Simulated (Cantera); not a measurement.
Charge: 1 mol Ta2O5, 1.4 mol CH4, 14 mol H2, at 133 Pa.

Equilibrium computed with Cantera from the NASA thermochemical tables; the gas is ideal and each condensed phase is pure. Candidate condensed phases: C, C6H6, C7H8, C8H18, H2O, Ta, TaC, Ta2O5; 113 gas species. Mutual solubility and eutectic melting of coexisting phases are not modelled. TaC: taken at fixed stoichiometry. Condensed phases not in the tables: Ta2C. The numbers say what is thermodynamically allowed, not how fast it happens.

At 1673 K, list the 4 most abundant gas species with their mole fractions, and the condensed phases.

H2 0.941, CO 0.0560, H 0.00302, H2O 0.000422. Condensed: TaC(s) + Ta2O5(s).
